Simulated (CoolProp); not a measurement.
Saturation properties of carbon monoxide.

The numbers come from the reference Helmholtz-energy equation of state, Lemmon 2006 in CoolProp. It is a short technical equation, of lower accuracy than the large ones.

```csv
T (K),p (kPa),vapour density (kg/m³),enthalpy of vaporisation (kJ/kg)
75,44.20,2.031,223.5
79,74.22,3.273,218.3
83,118.0,5.020,212.8
87,179.1,7.391,206.9
91,261.3,10.52,200.6
94.9,365.6,14.45,193.9
98.9,501.4,19.57,186.4
102.9,670.5,26.02,178.2
106.9,877.4,34.10,169.0
```

It boils at 81.6 K under 1 atm.
